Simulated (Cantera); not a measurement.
Thermodynamics of silicon oxide and oxynitride deposition, feed TEOS + H₂O + H₂

A closed system holds: 1 mol TEOS, 2.8 mol H₂O, 1.5 mol H₂, at 620 Pa.

Method: chemical equilibrium by Gibbs-energy minimisation in Cantera with the NASA 1993 tables (ideal gas, pure condensed phases). Candidate condensed phases: C, C₆H₆, C₇H₈, C₈H₁₈, H₂O, Si, SiC, SiO₂; 123 gas species. The feed counts by its element totals alone. The tables hold silica as quartz up to 1696 K and as liquid above; real silica turns to tridymite and cristobalite and melts near 1996 K. Kinetics and transport are ignored.

At 700 K the condensed part is C(graphite) + SiO₂(α-quartz). From 850 K to 1300 K the condensed part is C(graphite) + SiO₂(β-quartz). From 1450 K to 2050 K the condensed part is C(graphite) + SiC(s).

| T (K) | x H₂ | x CO | x H₂O | x CO₂ | x CH₄ | x H | n C(graphite) | n SiO₂(α-quartz) | n SiO₂(β-quartz) | n SiC(s) |
|---|---|---|---|---|---|---|---|---|---|---|
| 700 | 0.740 | 0.0537 | 0.105 | 0.0720 | 0.0289 | <1e-12 | 5.55 | 1.00 | 0 | 0 |
| 850 | 0.750 | 0.233 | 0.00765 | 0.00728 | 0.00217 | 2.25e-10 | 3.44 | 0 | 1.00 | 0 |
| 1000 | 0.748 | 0.251 | 0.000460 | 0.000221 | 0.000332 | 2.49e-8 | 3.21 | 0 | 1.00 | 0 |
| 1150 | 0.749 | 0.251 | 5.47e-5 | 1.54e-5 | 8.13e-5 | 8.20e-7 | 3.20 | 0 | 1.00 | 0 |
| 1300 | 0.749 | 0.251 | 1.06e-5 | 2.03e-6 | 2.73e-5 | 1.22e-5 | 3.20 | 0 | 1.000 | 0 |
| 1450 | 0.678 | 0.322 | 3.37e-6 | 6.73e-7 | 9.40e-6 | 9.89e-5 | 0.221 | 0 | 0 | 0.989 |
| 1600 | 0.677 | 0.321 | 1.18e-6 | 1.86e-7 | 4.64e-6 | 0.000568 | 0.238 | 0 | 0 | 0.980 |
| 1750 | 0.676 | 0.320 | 4.94e-7 | 6.47e-8 | 2.58e-6 | 0.00243 | 0.262 | 0 | 0 | 0.967 |
| 1900 | 0.670 | 0.319 | 2.36e-7 | 2.67e-8 | 1.57e-6 | 0.00825 | 0.289 | 0 | 0 | 0.949 |
| 2050 | 0.657 | 0.315 | 1.24e-7 | 1.25e-8 | 9.97e-7 | 0.0233 | 0.328 | 0 | 0 | 0.909 |
x: gas mole fraction; n: condensed amount in mol.
